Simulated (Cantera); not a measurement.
A jet of 1.38 % H₂, 14.8 % O₂, 83.8 % N₂ at 300 K and 90.0 Torr hits a platinum plate 2.3 cm away at a mass flux of 0.16 kg/m²/s; the plate temperature is set and raised in steps from an oxygen-covered start.

Computed with Cantera and Deutschmann's 1995 Pt surface mechanism with GRI-Mech 3.0 gas chemistry. Catalytic surfaces can have several steady states; this one follows from the mechanism file's or the stated starting coverage.

x: mole fraction at the wall; θ: surface coverage.

| plate T (K) | wall x H₂ | wall x O₂ | wall x H₂O | wall x OH | θ free Pt | θ O* | θ OH* |
|---|---|---|---|---|---|---|---|
| 700 | 0.00291 | 0.137 | 0.0210 | <1e-8 | 0.0434 | 0.955 | 0.00205 |
| 750 | 0.00245 | 0.136 | 0.0217 | <1e-8 | 0.0560 | 0.942 | 0.00170 |
| 800 | [?] | 0.136 | 0.0228 | <1e-8 | [?] | 0.915 | 0.00157 |
| 850 | 0.00129 | 0.135 | 0.0236 | <1e-8 | 0.125 | 0.873 | 0.00148 |
| 900 | [?] | 0.135 | 0.0241 | [?] | [?] | 0.821 | 0.00138 |
| 950 | 0.000756 | 0.135 | 0.0244 | 8.55e-8 | 0.237 | 0.762 | 0.00125 |
| 1000 | 0.000622 | 0.135 | 0.0246 | 2.11e-7 | 0.300 | 0.699 | 0.00113 |
| 1050 | 0.000530 | 0.135 | 0.0247 | 4.79e-7 | 0.364 | 0.635 | 0.00100 |

Question: Some entries are withheld; supply them.

Answer: 
- 800, wall x H₂: 0.00180
- 800, θ free Pt: 0.0835
- 900, wall x H₂: 0.000964
- 900, wall x OH: 3.07e-8
- 900, θ free Pt: 0.178
